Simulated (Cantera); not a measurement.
Mixture: 5.56 % CH4, 4.34 % H2, 19.0 % O2, 71.2 % N2, at 360000 Pa, adiabatic and at constant pressure. Ignition delay is the time to a rise of 400 K.

Cantera simulation using GRI-Mech 3.0 (53 species, 325 reactions); the numbers are that mechanism's predictions, not measurements.

Q: Predict: delay at 1100 K; delay at 1175 K; delay at 1250 K; delay at 1325 K; delay at 1400 K; apparent activation energy between 1250 and 1400 K.

A: 
```
Quantity                                                Result
--------------------------------------------------  ----------
delay at 1100 K                                        1.37 ms
delay at 1175 K                                       0.532 ms
delay at 1250 K                                       0.270 ms
delay at 1325 K                                       0.152 ms
delay at 1400 K                                        90.8 µs
apparent activation energy between 1250 and 1400 K  110 kJ/mol
```
